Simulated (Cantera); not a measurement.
A Cantera script and its output.

```python
import numpy as np
import cantera as ct

surf = ct.Interface("ptcombust.yaml", "Pt_surf")
gas = surf.adjacent["gas"]
gas.TPX = 300, 2400, {'CH4': 0.028, 'O2': 0.099, 'N2': 0.79}
jet = ct.ImpingingJet(gas=gas, width=0.035, surface=surf)
jet.inlet.mdot, jet.inlet.T, jet.inlet.X = 0.073, 300, {'CH4': 0.028, 'O2': 0.099, 'N2': 0.79}
jet.set_refine_criteria(ratio=10, slope=0.2, curve=0.3)
show, cover = ['CH4', 'O2', 'H2O', 'OH', 'CO', 'CO2'], ["PT(S)", "H(S)", "O(S)", "OH(S)", "CO(S)", "C(S)"]

rows = []
print(f"{'Ts/K':>7s}" + "".join(f"{s:>11s}" for s in show + cover) + "   (gas at the wall, coverages)")
for i, Ts in enumerate([850, 900, 950, 1000, 1050]):
    jet.surface.T = Ts
    if i == 0:
        surf.TP = Ts, 2400
        surf.coverages = "PT(S):0.5, O(S):0.5"
        surf.advance_coverages(1.0)
        jet.set_initial_guess(products="inlet")
    jet.solve(loglevel=0, auto=(i == 0))
    rows.append([*(jet.X[gas.species_index(s), -1] for s in show), *surf[cover].coverages])
    print(f"{Ts:7g}" + "".join(f"{x:11.3e}" for x in rows[-1]))
```

Result:

```
   Ts/K        CH4         O2        H2O         OH         CO        CO2      PT(S)       H(S)       O(S)      OH(S)      CO(S)       C(S)   (gas at the wall, coverages)
    850  2.747e-02  1.014e-01  5.760e-03  7.777e-09  8.718e-06  3.740e-03  2.051e-01  1.474e-08  7.945e-01  4.029e-04  8.527e-06  2.181e-08
    900  2.502e-02  9.619e-02  1.034e-02  3.236e-08  1.152e-05  6.733e-03  2.800e-01  4.544e-08  7.195e-01  4.774e-04  7.471e-06  2.661e-08
    950  2.218e-02  9.016e-02  1.561e-02  1.095e-07  1.437e-05  1.019e-02  3.583e-01  1.140e-07  6.411e-01  5.105e-04  6.100e-06  2.922e-08
   1000  1.936e-02  8.417e-02  2.082e-02  3.114e-07  1.736e-05  1.362e-02  4.371e-01  2.455e-07  5.624e-01  5.071e-04  4.807e-06  3.008e-08
   1050  1.685e-02  7.886e-02  2.543e-02  7.787e-07  2.068e-05  1.666e-02  5.134e-01  4.698e-07  4.861e-01  4.777e-04  3.748e-06  2.986e-08
```

Detailed kinetics in Cantera: Deutschmann's 1995 Pt surface mechanism with GRI-Mech 3.0 gas chemistry. Catalytic surfaces can have several steady states; this one follows from the mechanism file's or the stated starting coverage.
